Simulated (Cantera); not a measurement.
Stirred combustor or abatement burner

A perfectly stirred reactor is fed with 9.26 % H2, 9.26 % O2, 81.5 % N2, equivalence ratio 0.50, at 0.612 atm; it is adiabatic with a 775 K inlet, and is followed from long to short residence time, starting on the burning branch (τ in s: 0.33, 0.1, 0.03, 0.0091, 0.0027, 0.00082, 0.00025, 7.5e-05, 2.2e-05).

Model: GRI-Mech 3.0 (53 species, 325 reactions), integrated in Cantera.

```
τ (s)    T (K)      x H2    x O2     x NO   x H2O       x H    x N2O
-------  -----  --------  ------  -------  ------  --------  -------
0.33      1469  0.000109  0.0484  2.83e-6  0.0967   1.48e-5  5.46e-7
0.10      1466  0.000240  0.0484  2.26e-6  0.0964   4.88e-5  4.72e-7
0.030     1460  0.000526  0.0484  2.10e-6  0.0959  0.000161  3.60e-7
0.0091    1447   0.00113  0.0484  2.66e-6  0.0948  0.000510  2.59e-7
0.0027    1420   0.00238  0.0486  3.97e-6  0.0926   0.00155  1.78e-7
0.00082   1366   0.00486  0.0496  5.06e-6  0.0883   0.00411  1.19e-7
0.00025   1270    0.0108  0.0529  3.91e-6  0.0794   0.00872  6.78e-8
7.5e-5     775    0.0926  0.0926   <1e-12  <1e-12    <1e-12   <1e-12
2.2e-5     775    0.0926  0.0926   <1e-12  <1e-12    <1e-12   <1e-12
```
x: mole fraction; the columns are a selection and need not sum to one.
